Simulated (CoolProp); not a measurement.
Hydrogen chloride along the isotherm 351.4 K: Z from the reference equation and from simpler models built on Tc = 324.7 K, pc = 8314 kPa, ω = 0.130; each cubic takes its own stable root.

Model: reference Helmholtz-energy equation of state, Thol 2018, in CoolProp.

```json
[
 {"p (kPa)": "39.4", "phase": "gas", "reference": "0.9986"},
 {"p (kPa)": "74.8", "phase": "gas", "reference": "0.9974"},
 {"p (kPa)": "142", "phase": "gas", "reference": "0.9950"},
 {"p (kPa)": "269", "phase": "gas", "reference": "0.9905"},
 {"p (kPa)": "509", "phase": "gas", "reference": "0.9819"},
 {"p (kPa)": "966", "phase": "gas", "reference": "0.9655"},
 {"p (kPa)": "1830", "phase": "gas", "reference": "0.9337"},
 {"p (kPa)": "3470", "phase": "gas", "reference": "0.8709"},
 {"p (kPa)": "6580", "phase": "gas", "reference": "0.7390"},
 {"p (kPa)": "12500", "phase": "supercritical", "reference": "0.3969"}
]
```

Question: How far does each simpler model (van der Waals, Redlich-Kwong, Soave-Redlich-Kwong, Peng-Robinson) lie from the reference over these 10 states: mean and median of the absolute difference, and the worst?

Answer: 
- van der Waals: mean 1.2 %, median 0.4 %, worst +4.5 % at 351.4 K and 12500 kPa
- Redlich-Kwong: mean 1.2 %, median 0.2 %, worst +8.5 % at 351.4 K and 12500 kPa
- Soave-Redlich-Kwong: mean 2.1 %, median 0.3 %, worst +16.0 % at 351.4 K and 12500 kPa
- Peng-Robinson: mean 1.0 %, median 0.1 %, worst +8.7 % at 351.4 K and 12500 kPa
